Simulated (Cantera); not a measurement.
Standard-state values (1 bar) from the NASA 1993 polynomials, evaluated with Cantera. Values are per mole of reaction as written; species without (g) are pure solids or liquids, kept so even where they would boil at 1 bar.

**Question.** Between 398 and 548 K, where is each reaction favourable under standard conditions?
- 2 Al(g) + 3 Cl2(g) → 2 AlCl3

**Answer.** 
- 2 Al(g) + 3 Cl2(g) → 2 AlCl3: ΔG° is -1761 kJ at 398 K and -1660 kJ at 548 K; it stays negative (K > 1). ΔH° is -1983 kJ and ΔS° -590 J/K at 548 K.
